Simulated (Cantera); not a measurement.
What does this Cantera script print?

```python
import numpy as np
import cantera as ct

gas = ct.Solution("gri30.yaml")
gas.TPX = 475, 1000000, {'CH4': 1, 'CO': 0.63, 'O2': 1.54, 'N2': 5.8}
flame = ct.FreeFlame(gas, width=0.008)
flame.set_refine_criteria(ratio=3, slope=0.08, curve=0.16)
flame.transport_model = "mixture-averaged"
flame.solve(loglevel=0, auto=True)
flame.transport_model = "multicomponent"
flame.soret_enabled = False
flame.solve(loglevel=0, refine_grid=True)
z, T = flame.grid, flame.T
thick = (T[-1] - T[0]) / np.gradient(T, z).max()
show = ['CH4', 'CO', 'O2', 'H2', 'CH3', 'O']
print(f"laminar burning velocity  {flame.velocity[0] * 100:.3f} cm/s")
print(f"burnt temperature         {T[-1]:.1f} K")
print(f"thermal thickness         {thick * 1e3:.4f} mm")
print(f"grid points               {len(z)}")
z0 = z[flame.heat_release_rate.argmax()]
print(f"{'z/mm':>9s}{'T/K':>9s}{'u/(m/s)':>9s}" + "".join(f"{s:>11s}" for s in show))
rows = []
for k in (-3, -2, -1.5, -1, -0.5, -0.25, 0, 0.25, 0.5, 1, 2, 4, 8):
    zz = z0 + k * thick
    rows.append([k * thick, np.interp(zz, z, T), np.interp(zz, z, flame.velocity),
                 *(np.interp(zz, z, flame.X[gas.species_index(s)]) for s in show)])
    print(f"{rows[-1][0] * 1e3:9.3f}{rows[-1][1]:9.1f}{rows[-1][2]:9.3f}" + "".join(f"{x:11.3e}" for x in rows[-1][3:]))
```

Output:

```
laminar burning velocity  16.042 cm/s
burnt temperature         2097.8 K
thermal thickness         0.1531 mm
grid points               137
     z/mm      T/K  u/(m/s)        CH4         CO         O2         H2        CH3          O
   -0.459    476.0    0.161  1.111e-01  7.006e-02  1.712e-01  2.539e-03  4.027e-11  2.785e-15
   -0.306    484.3    0.165  1.102e-01  6.985e-02  1.700e-01  6.637e-03  4.632e-10 -1.184e-15
   -0.230    513.3    0.175  1.081e-01  6.984e-02  1.673e-01  1.139e-02  3.757e-09  2.057e-14
   -0.153    652.1    0.225  9.939e-02  7.141e-02  1.560e-01  1.940e-02  1.546e-07  1.557e-11
   -0.077   1129.0    0.396  6.791e-02  8.144e-02  1.118e-01  3.006e-02  4.726e-05  2.432e-07
   -0.038   1516.7    0.536  3.989e-02  9.279e-02  6.955e-02  3.561e-02  4.572e-04  5.632e-06
    0.000   1867.5    0.663  1.504e-02  1.040e-01  2.761e-02  4.030e-02  1.237e-03  2.296e-05
    0.038   2032.2    0.722  5.622e-03  1.066e-01  7.961e-03  4.325e-02  8.785e-04  1.423e-05
    0.077   2083.0    0.739  3.236e-03  1.058e-01  2.493e-03  4.557e-02  4.817e-04  4.746e-06
    0.153   2104.2    0.746  1.956e-03  1.046e-01  3.942e-04  4.869e-02  2.094e-04  8.332e-07
    0.306   2105.7    0.747  1.151e-03  1.048e-01  2.163e-05  5.177e-02  9.847e-05  2.609e-07
    0.612   2102.2    0.747  5.618e-04  1.066e-01  3.894e-07  5.414e-02  4.531e-05  2.215e-07
    1.225   2099.2    0.747  1.769e-04  1.085e-01  2.643e-07  5.562e-02  1.386e-05  2.169e-07
```

Model: GRI-Mech 3.0 (53 species, 325 reactions), integrated in Cantera. Burning velocities carry a grid error of a few per cent, more on coarse grids.
